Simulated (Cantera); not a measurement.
An isothermal, constant-pressure homogeneous reactor starts with NO : N2 = 0.31 : 0.77 (molar parts), at 1723 K and 1280 Torr.

Cantera simulation using GRI-Mech 3.0 (53 species, 325 reactions); the numbers are that mechanism's predictions, not measurements.

**Question.** Predict: x(NO) at 10.0 s; x(O2) at 10.0 s; x(NO2) at 10.0 s; x(N2) at 10.0 s; x(O) at 10.0 s.

**Answer.** 
- x(NO) at 10.0 s = 0.127 (gas-phase equilibrium 0.00272)
- x(O2) at 10.0 s = 0.0798 (gas-phase equilibrium 0.142)
- x(NO2) at 10.0 s = 0.000304 (gas-phase equilibrium 8.65e-6)
- x(N2) at 10.0 s = 0.793 (gas-phase equilibrium 0.855)
- x(O) at 10.0 s = 1.25e-5 (gas-phase equilibrium 1.65e-5)
